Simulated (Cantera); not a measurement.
## Reactions in the system N-O-Ti

Source: NASA polynomial tables (part measured, part estimated), evaluated in Cantera. Values are per mole of reaction as written; species without (g) are pure solids or liquids, kept so even where they would boil at 1 bar.

NO₂(g) + Ti₄O₇ ⇌ NO(g) + 4 TiO₂

```
T (K)  ΔH° (kJ)  ΔS° (J/K)  ΔG° (kJ)  log10 K        condensed phases
-----  --------  ---------  --------  -------  ----------------------
950      -321.4      -32.0    -291.0    16.00  Ti₄O₇(s), TiO₂(rutile)
1150     -324.4      -34.8    -284.4    12.92  Ti₄O₇(s), TiO₂(rutile)
1350     -327.8      -37.5    -277.1    10.72  Ti₄O₇(s), TiO₂(rutile)
1550     -331.6      -40.2    -269.4     9.08  Ti₄O₇(s), TiO₂(rutile)
1750     -335.8      -42.7    -261.1     7.79  Ti₄O₇(s), TiO₂(rutile)
1950     -340.2      -45.1    -252.3     6.76  Ti₄O₇(s), TiO₂(rutile)
2150     -311.5      -41.7    -221.9     5.39       Ti₄O₇(l), TiO₂(l)
2350     -309.2      -40.7    -213.7     4.75       Ti₄O₇(l), TiO₂(l)
2550     -307.0      -39.7    -205.6     4.21       Ti₄O₇(l), TiO₂(l)
```

2 TiO(g) + 2 NO(g) ⇌ N₂(g) + 2 TiO₂

```tsv
T (K)	ΔH° (kJ)	ΔS° (J/K)	ΔG° (kJ)	log10 K	condensed phases
950	-2159.2	-560.1	-1627.2	89.47	TiO₂(rutile)
1150	-2151.4	-552.6	-1515.9	68.85	TiO₂(rutile)
1350	-2143.3	-546.1	-1406.1	54.40	TiO₂(rutile)
1550	-2135.0	-540.4	-1297.4	43.72	TiO₂(rutile)
1750	-2126.7	-535.3	-1189.9	35.52	TiO₂(rutile)
1950	-2118.2	-530.7	-1083.3	29.02	TiO₂(rutile)
2150	-1974.8	-463.3	-978.8	23.78	TiO₂(l)
2350	-1957.8	-455.7	-886.9	19.71	TiO₂(l)
2550	-1940.9	-448.8	-796.5	16.32	TiO₂(l)
```
